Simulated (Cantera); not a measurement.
A perfectly stirred reactor is fed with N2O : H2 : N2 = 1 : 0.019 : 2.2 (molar parts), at 1.00 bar; it is held at 1500 K, and followed from long to short residence time.

Detailed kinetics in Cantera: GRI-Mech 3.0 (53 species, 325 reactions). GRI-Mech 3.0 was tuned for natural gas; its chemistry of N2O as a main component is partial and can be far from experiment. The temperature is held fixed by assumption; the heat of reaction is taken as removed at once.

Q: Predict: x(N2O) at τ = 20.0 s; x(H2) at τ = 20.0 s; x(H) at τ = 20.0 s; x(NO) at τ = 20.0 s; x(NO2) at τ = 20.0 s; x(N2O) at τ = 29.0 ms; x(H2) at τ = 29.0 ms; x(H) at τ = 29.0 ms; x(NO) at τ = 29.0 ms; x(NO2) at τ = 29.0 ms.

A: 
- x(N2O) at τ = 20.0 s = 0.000447
- x(H2) at τ = 20.0 s = 3.34e-7
- x(H) at τ = 20.0 s = 1.61e-8
- x(NO) at τ = 20.0 s = 0.00821
- x(NO2) at τ = 20.0 s = 4.25e-5
- x(N2O) at τ = 29.0 ms = 0.115
- x(H2) at τ = 29.0 ms = 4.73e-5
- x(H) at τ = 29.0 ms = 4.81e-7
- x(NO) at τ = 29.0 ms = 0.0318
- x(NO2) at τ = 29.0 ms = 0.000228
